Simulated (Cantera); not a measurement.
# Premixed flame

A freely propagating, adiabatic, planar premixed flame of 6.78 % CH4, 4.95 % C2H6, 22.0 % O2, 66.2 % N2, unburnt at 550 K and 2.80 bar; mixture-averaged transport, grid criteria slope 0.08 and curve 0.16, no radiation.

Computed with Cantera and GRI-Mech 3.0 (53 species, 325 reactions). Burning velocities carry a grid error of a few per cent, more on coarse grids.

```json
[
 {"z (mm)": "-0.420", "T (K)": "550", "u (m/s)": "0.870", "x CH4": "0.0676", "x C2H6": "0.0494", "x O2": "0.220", "x NO2": "<1e-8", "x HO2": "1.72e-7", "x CH3": "<1e-8"},
 {"z (mm)": "-0.280", "T (K)": "554", "u (m/s)": "0.881", "x CH4": "0.0671", "x C2H6": "0.0491", "x O2": "0.218", "x NO2": "1.33e-8", "x HO2": "2.58e-6", "x CH3": "<1e-8"},
 {"z (mm)": "-0.210", "T (K)": "567", "u (m/s)": "0.907", "x CH4": "0.0661", "x C2H6": "0.0487", "x O2": "0.216", "x NO2": "6.97e-8", "x HO2": "1.22e-5", "x CH3": "2.29e-8"},
 {"z (mm)": "-0.140", "T (K)": "661", "u (m/s)": "1.08", "x CH4": "0.0622", "x C2H6": "0.0466", "x O2": "0.205", "x NO2": "5.80e-7", "x HO2": "0.000102", "x CH3": "1.06e-6"},
 {"z (mm)": "-0.0701", "T (K)": "1147", "u (m/s)": "1.94", "x CH4": "0.0456", "x C2H6": "0.0301", "x O2": "0.154", "x NO2": "1.21e-6", "x HO2": "0.000410", "x CH3": "0.000405"},
 {"z (mm)": "-0.0350", "T (K)": "1584", "u (m/s)": "2.75", "x CH4": "0.0293", "x C2H6": "0.0110", "x O2": "0.101", "x NO2": "3.00e-7", "x HO2": "0.000302", "x CH3": "0.00291"},
 {"z (mm)": "0", "T (K)": "1975", "u (m/s)": "3.50", "x CH4": "0.0112", "x C2H6": "0.000671", "x O2": "0.0478", "x NO2": "2.62e-8", "x HO2": "9.12e-5", "x CH3": "0.00440"},
 {"z (mm)": "0.0350", "T (K)": "2182", "u (m/s)": "3.89", "x CH4": "0.00236", "x C2H6": "9.06e-6", "x O2": "0.0173", "x NO2": "<1e-8", "x HO2": "1.66e-5", "x CH3": "0.00191"},
 {"z (mm)": "0.0701", "T (K)": "2257", "u (m/s)": "4.02", "x CH4": "0.000451", "x C2H6": "2.97e-7", "x O2": "0.00592", "x NO2": "<1e-8", "x HO2": "4.03e-6", "x CH3": "0.000527"},
 {"z (mm)": "0.140", "T (K)": "2296", "u (m/s)": "4.07", "x CH4": "2.53e-5", "x C2H6": "<1e-8", "x O2": "0.00100", "x NO2": "<1e-8", "x HO2": "7.96e-7", "x CH3": "3.57e-5"},
 {"z (mm)": "0.280", "T (K)": "2318", "u (m/s)": "4.10", "x CH4": "4.16e-7", "x C2H6": "<1e-8", "x O2": "0.000316", "x NO2": "<1e-8", "x HO2": "3.49e-7", "x CH3": "5.68e-7"},
 {"z (mm)": "0.561", "T (K)": "2339", "u (m/s)": "4.14", "x CH4": "<1e-8", "x C2H6": "<1e-8", "x O2": "0.000178", "x NO2": "<1e-8", "x HO2": "1.88e-7", "x CH3": "<1e-8"},
 {"z (mm)": "1.12", "T (K)": "2357", "u (m/s)": "4.16", "x CH4": "<1e-8", "x C2H6": "<1e-8", "x O2": "8.86e-5", "x NO2": "<1e-8", "x HO2": "8.37e-8", "x CH3": "<1e-8"}
]
```
x: mole fraction of selected species; z is measured from the peak of heat release.

- laminar burning velocity = 86.8 cm/s
- thermal thickness = 0.140 mm
- peak x(HO2) = 0.000411
- peak x(CH3) = 0.00464
- grid points = 152
